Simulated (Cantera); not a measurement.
A closed system holds: 1 mol TiO2, 1200 mol H2, equilibrated at 1675 °C and 10000 Pa.

These are equilibrium values from Cantera (NASA tables, ideal gas, pure condensed phases), not measurements of a reactor. Candidate condensed phases: H2O, Ti, TiO, TiO2, Ti2O3, Ti3O5, Ti4O7; 12 gas species. Equilibrium is a limit: real reactors are often held back by kinetics, nucleation or transport.

Base state: H2 0.996, H 0.00357, H2O 0.000417 (mole fractions); condensed: Ti2O3(s).

### Question
What changes in the equilibrium state with this change: TiO2 replaced by V2O3?

### Answer
| species | before | after |
|---|---|---|
| H2 | 0.996 | 0.996 |
| H | 0.00357 | 0.00357 |
| H2O | 0.000417 | 0.000833 |
| Ti2O3(s), mol | 0.499 | 0 |
| VO(s), mol | 0 | 1.98 |
VO: taken at fixed stoichiometry. Further candidate phases: V, VO, V2O3, V2O4, V2O5.
